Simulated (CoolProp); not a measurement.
CH2F2 (R32) along the isobar 6.32 MPa: Z from the reference equation and from simpler models built on Tc = 78.1 °C, pc = 5.783 MPa, ω = 0.277; each cubic takes its own stable root.

Values from CoolProp's reference Helmholtz-energy equation of state, Tillner-Roth 1997.

```json
[
 {"T (°C)": "39.85", "phase": "liquid", "reference": "0.1363"},
 {"T (°C)": "47.95", "phase": "liquid", "reference": "0.1386"},
 {"T (°C)": "56.15", "phase": "liquid", "reference": "0.1422"},
 {"T (°C)": "64.25", "phase": "liquid", "reference": "0.1480"},
 {"T (°C)": "72.35", "phase": "liquid", "reference": "0.1589"},
 {"T (°C)": "80.55", "phase": "supercritical", "reference": "0.1959"},
 {"T (°C)": "88.65", "phase": "supercritical", "reference": "0.4538"},
 {"T (°C)": "96.75", "phase": "supercritical", "reference": "0.5434"},
 {"T (°C)": "104.95", "phase": "supercritical", "reference": "0.6025"},
 {"T (°C)": "113.05", "phase": "supercritical", "reference": "0.6467"},
 {"T (°C)": "121.15", "phase": "supercritical", "reference": "0.6826"},
 {"T (°C)": "129.35", "phase": "supercritical", "reference": "0.7130"},
 {"T (°C)": "137.45", "phase": "supercritical", "reference": "0.7386"},
 {"T (°C)": "145.55", "phase": "supercritical", "reference": "0.7610"},
 {"T (°C)": "153.75", "phase": "supercritical", "reference": "0.7809"},
 {"T (°C)": "161.85", "phase": "supercritical", "reference": "0.7983"}
]
```

Task: How far does each simpler model (van der Waals, Redlich-Kwong, Soave-Redlich-Kwong, Peng-Robinson) lie from the reference over these 16 states: mean and median of the absolute difference, and the worst?

Result: 
- van der Waals: mean 30.2 %, median 2.3 %, worst +84.6 % at 39.85 °C and 6.32 MPa
- Redlich-Kwong: mean 16.0 %, median 2.3 %, worst +43.9 % at 72.35 °C and 6.32 MPa
- Soave-Redlich-Kwong: mean 17.6 %, median 7.6 %, worst +44.7 % at 80.55 °C and 6.32 MPa
- Peng-Robinson: mean 9.5 %, median 2.4 %, worst +32.7 % at 80.55 °C and 6.32 MPa
